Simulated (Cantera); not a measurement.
What does this Cantera script print?

```python
import numpy as np
import cantera as ct

gas_names = """
    C CH CH2 CH3 CH4 C2 C2H C2H2,acetylene C2H2,vinylidene C2H3,vinyl C2H4 C2H5 C2H6 C3 C3H3,propargyl
    C3H4,allene C3H4,propyne C3H4,cyclo- C3H5,allyl C3H6,propylene C3H6,cyclo- C3H7,n-propyl
    C3H7,i-propyl C3H8 C4 C4H2 C4H4,1,3-cyclo- C4H6,butadiene C4H6,2-butyne C4H6,cyclo- C4H8,1-butene
    C4H8,cis2-buten C4H8,tr2-butene C4H8,isobutene C4H8,cyclo- C4H9,n-butyl C4H9,i-butyl C4H9,s-butyl
    C4H9,t-butyl C4H10,isobutane C4H10,n-butane C5 C5H6,1,3cyclo- C5H8,cyclo- C5H10,1-pentene
    C5H10,cyclo- C5H11,pentyl C5H11,t-pentyl C5H12,n-pentane C5H12,i-pentane CH3C(CH3)2CH3 C6H2
    C6H5,phenyl C6H6 C6H10,cyclo- C6H12,1-hexene C6H12,cyclo- C6H13,n-hexyl C7H7,benzyl C7H8
    C7H14,1-heptene C7H15,n-heptyl C7H16,n-heptane C8H8,styrene C8H10,ethylbenz C8H16,1-octene
    C8H17,n-octyl C8H18,isooctane C8H18,n-octane C9H19,n-nonyl C10H8,naphthale C10H21,n-decyl
    C12H9,o-bipheny C12H10,bipheny H H2
""".split()
cond_names = """
    C(gr) C6H6(L) C7H8(L) C8H18(L),n-octa
""".split()


def load(file, names, dense=False):
    # The tables refer to 1 bar. Condensed volumes are neglected.
    table = {s.name: s for s in ct.Species.list_from_file(file)}
    out = []
    for n in names:
        d = dict(table[n].input_data)
        d["thermo"] = dict(d["thermo"], **{"reference-pressure": 1e5})
        if dense:
            d["equation-of-state"] = {"model": "constant-volume", "density": "1e6 g/cm^3"}
        out.append(ct.Species.from_dict(d))
    return out


gas = ct.Solution(thermo="ideal-gas", species=load("nasa_gas.yaml", gas_names))
cond = {s.name: ct.Solution(thermo="fixed-stoichiometry", species=[s], name=s.name)
        for s in load("nasa_condensed.yaml", cond_names, dense=True)}
atoms = {
    'C3H6': {'C': 3, 'H': 6},
    'H2': {'H': 2},
}
top_T = {'C(gr)': 4500}  # K; cautious upper limits of use, not melting points


def equilibrate(T, P, feed):
    n = {}
    for name, mol in feed.items():
        for a, k in atoms[name].items():
            n[a] = n.get(a, 0.0) + k * mol
    gas.TPX = T, P, n
    mass = sum(n.values()) * gas.mean_molecular_weight
    gas.equilibrate("TP")
    valid = [c for c in cond.values() if c.min_temp <= T <= top_T.get(c.name, c.max_temp)]
    mix = ct.Mixture([(gas, mass / gas.mean_molecular_weight)] + [(c, 0.0) for c in valid])
    mix.T, mix.P = T, P
    mix.equilibrate("TP", solver="vcs", rtol=1e-11, max_steps=5000)
    return mix


results = []
feed = {'C3H6': 1, 'H2': 6.5}  # mol
T = 723.15  # K
P = 18  # Pa
mix = equilibrate(T, P, feed)
results.append((T, P, feed, dict(zip(mix.species_names, mix.species_moles))))
x = sorted(zip(gas.X, gas.species_names), reverse=True)
print(f"T = {T:g} K  P = {P:g} Pa  gas = {mix.phase_moles(0):.4g} mol")
print("   x: " + "  ".join(f"{s} {v:.3e}" for v, s in x if v > 1e-06))
print("   condensed (mol): " + ("  ".join(f"{mix.phase(i).name} {mix.phase_moles(i):.4g}"
      for i in range(1, mix.n_phases) if mix.phase_moles(i) > 1e-12) or "none"))
```

Result:

```
T = 723.15 K  P = 18 Pa  gas = 9.491 mol
   x: H2 9.990e-01  CH4 9.560e-04
   condensed (mol): C(gr) 2.991
```

These are equilibrium values from Cantera (NASA tables, ideal gas, pure condensed phases), not measurements of a reactor.
